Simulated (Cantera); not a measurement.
Feed: 1 mol Si(CH3)4, 0.65 mol HCl, 5.1 mol H2, held at 2202 °C and 3.20 mbar.

Equilibrium computed with Cantera from the NASA thermochemical tables; the gas is ideal and each condensed phase is pure. Candidate condensed phases: C, C6H6, C7H8, C8H18, Si, SiC; 109 gas species. The tables' values for SiCl are old estimates; treat these amounts as uncertain. Gases not in the tables: Si2H6 and higher silanes. Rates play no part.

Base state: H2 0.583, H 0.304, Si 0.0503, HCl 0.0309, SiC2 0.0121, Cl 0.0114, C2H2 (acetylene) 0.00567, Si2C 0.00122 (mole fractions); condensed: C(graphite).

**Question.** What changes in the equilibrium state with this change: temperature from 2202 °C to 1200 °C?

**Answer.** 
| species | before | after |
|---|---|---|
| H2 | 0.583 | 0.945 |
| HCl | 0.0309 | 0.0552 |
| H | 0.304 | 0.000218 |
| Si | 0.0503 | 1.12e-8 |
| SiC2 | 0.0121 | <1e-9 |
| Cl | 0.0114 | 1.03e-5 |
| SiCl2 | 0.000101 | 6.64e-5 |
| Si2C | 0.00122 | <1e-9 |
| SiH | 0.000596 | 2.22e-9 |
| C(graphite), mol | 3.43 | 3.00 |
| SiC(s), mol | 0 | 0.999 |
